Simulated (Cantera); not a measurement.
Mixture: CH₄ : H₂ : O₂ : N₂ = 1 : 0.97 : 1.91 : 5.73 (molar parts), at 1.20 bar, adiabatic and at constant volume. Ignition delay is the time to a rise of 400 K.

Model: GRI-Mech 3.0 (53 species, 325 reactions), integrated in Cantera. Where the delays flatten at high temperature, the 400 K rule measures the pace of heat release, not the induction time.

**Question.** What does this change do: pressure from 1.20 bar to 1.01 bar?

**Answer.** 
```csv
quantity,before,after
delay at 1300 K,0.330 ms,0.377 ms
delay at 1400 K,0.169 ms,0.193 ms
delay at 1500 K,94.6 µs,0.109 ms
delay at 1600 K,57.2 µs,66.4 µs
delay at 1700 K,36.6 µs,42.7 µs
apparent activation energy between 1600 and 1700 K,100 kJ/mol,100 kJ/mol
```
